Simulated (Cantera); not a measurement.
A closed system holds: 1 mol SiC, 0.094 mol CO2, 400 mol H2, at 11.0 Pa.

Equilibrium computed with Cantera from the NASA thermochemical tables; the gas is ideal and each condensed phase is pure. Candidate condensed phases: C, C6H6, C7H8, C8H18, H2O, Si, SiC, SiO2; 123 gas species. The numbers say what is thermodynamically allowed, not how fast it happens.

x: gas mole fraction; n: condensed amount in mol.

| T (°C) | x H2 | x H | x Si | x C2H2 (acetylene) | x CO | x SiO | n SiC(s) | n C(graphite) |
|---|---|---|---|---|---|---|---|---|
| 1200 | 0.998 | 0.00121 | 4.44e-6 | … | 0.000354 | 0.000115 | 0.952 | 0 |
| 1300 | 0.996 | 0.00387 | 4.66e-5 | … | 0.000376 | 9.33e-5 | 0.943 | 0 |
| 1400 | 0.989 | 0.0108 | 0.000190 | … | 0.000444 | 2.33e-5 | 0.912 | 0 |
| 1500 | 0.972 | 0.0267 | 0.000449 | … | 0.000460 | 2.81e-6 | 0.809 | 0 |
| 1600 | 0.937 | 0.0596 | 0.00228 | … | 0.000452 | 2.63e-6 | 0 | 0.611 |
| 1700 | 0.876 | 0.120 | 0.00223 | … | 0.000440 | 6.02e-7 | 0 | 0.352 |
| 1800 | 0.776 | 0.221 | 0.00209 | … | 0.000417 | 1.54e-7 | 0 | 0 |
| 1900 | 0.631 | 0.366 | 0.00193 | … | 0.000383 | 5.18e-8 | 0 | 0 |
| 2000 | 0.456 | 0.541 | 0.00173 | … | 0.000342 | 1.75e-8 | 0 | 0 |

Question: What belongs in the gaps?

Answer: 
- 1200, x C2H2 (acetylene): 3.49e-8
- 1300, x C2H2 (acetylene): 2.17e-7
- 1400, x C2H2 (acetylene): 4.01e-6
- 1500, x C2H2 (acetylene): 0.000114
- 1600, x C2H2 (acetylene): 0.000292
- 1700, x C2H2 (acetylene): 0.000561
- 1800, x C2H2 (acetylene): 0.000882
- 1900, x C2H2 (acetylene): 0.000798
- 2000, x C2H2 (acetylene): 0.000656
